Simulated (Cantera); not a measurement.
Input: 1 mol Ta, 0.01 mol H2O, 0.015 mol H2, at 100 Torr.

Method: chemical equilibrium by Gibbs-energy minimisation in Cantera with the NASA 1993 tables (ideal gas, pure condensed phases). Candidate condensed phases: H2O, Ta, Ta2O5; 12 gas species. Mutual solubility and eutectic melting of coexisting phases are not modelled. Condensed phases not in the tables: N, O or C dissolved in the metal. Kinetics and transport are ignored.

Problem. At 1625 °C, list the 3 most abundant gas species with their mole fractions, and the condensed phases.

Solution. H2 0.997, H 0.00214, H2O 0.00114. Condensed: Ta(s) + Ta2O5(s).
